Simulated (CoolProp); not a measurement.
R245ca along the isobar 3.56 MPa: Z from the reference equation and from simpler models built on Tc = 447.6 K, pc = 3.941 MPa, ω = 0.355; each cubic takes its own stable root.

Model: reference Helmholtz-energy equation of state, Zhou 2016, in CoolProp.

```tsv
T (K)	phase	reference	van der Waals	Redlich-Kwong	Soave-Redlich-Kwong	Peng-Robinson
351.3	liquid	0.1300	0.2110	0.1500	0.1417	0.1252
358.4	liquid	0.1296	…	0.1501	0.1417	0.1252
365.4	liquid	0.1293	0.2098	0.1506	0.1420	0.1254
372.5	liquid	0.1293	0.2097	0.1513	0.1426	0.1260
379.5	liquid	0.1294	0.2099	0.1524	0.1435	0.1268
386.6	liquid	0.1298	0.2107	0.1539	0.1449	0.1281
393.6	liquid	0.1305	0.2120	0.1559	0.1468	0.1297
400.7	liquid	0.1315	0.2139	0.1586	0.1493	0.1321
407.7	liquid	0.1330	0.2168	0.1621	0.1526	0.1351
414.8	liquid	0.1352	0.2210	0.1668	0.1571	0.1393
421.8	liquid	0.1383	0.2272	0.1732	0.1633	0.1451
428.9	liquid	0.1432	0.2374	…	0.1727	0.1537
435.9	liquid	0.1518	0.2593	0.2002	…	0.1684
443	gas	0.4612	0.5635	0.5131	0.5002	0.4715
450	gas	0.5533	0.6045	0.5702	0.5742	0.5461
```

Problem. Fill in the missing entries.

Solution. 
- 358.4, van der Waals: 0.2102
- 428.9, Redlich-Kwong: 0.1830
- 435.9, Soave-Redlich-Kwong: 0.1884
